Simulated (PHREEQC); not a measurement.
## Brackish or sea water: an equilibrium model

A made-up water analysis in mmol/kgw, 70 °C, pH 6.78, pe 2.1:

| constituent | mmol/kgw |
|---|---|
| Na | 311 |
| K | 0.234 |
| Ca | 127 |
| Mg | 35 |
| Cl | 593 |
| S(6) | 27.2 |
| Alkalinity (meq/kgw) | 0.186 |
| Mn(2) | 1.02 |

Valence states are taken as typed.

Equilibrium calculation in PHREEQC: ion-association model, wateq4f.dat.

The ionic strength is 0.767 mol/kgw and the activity of water is 0.982. The charge-balance error is -0.8 %.

```
species  molality  activity   log γ
-------  --------  --------  ------
Cl-         0.593     0.350  -0.229
Na+         0.308     0.210  -0.167
Ca+2        0.118    0.0256  -0.664
Mg+2       0.0292   0.00746  -0.593
SO4-2     0.00952   0.00144  -0.821
CaSO4     0.00886    0.0106   0.077
MgSO4     0.00577   0.00688   0.077
NaSO4-    0.00299   0.00194  -0.189
Mn+2     0.000647  0.000127  -0.707
MnCl+    0.000286  0.000181  -0.198
K+       0.000230  0.000136  -0.229
HCO3-     9.93e-5   6.43e-5  -0.189
MnSO4     5.75e-5   6.85e-5   0.077
CaHCO3+   4.39e-5   2.92e-5  -0.177
```

This is a speciation only: nothing precipitates in the calculation. Saturation is exceeded, for instance for Gypsum; the values hold only as long as no solid forms. The ionic strength is past about 0.7 mol/kgw, beyond the range of this activity model, so the values are rough. Constants without temperature data keep their 25 °C values here.
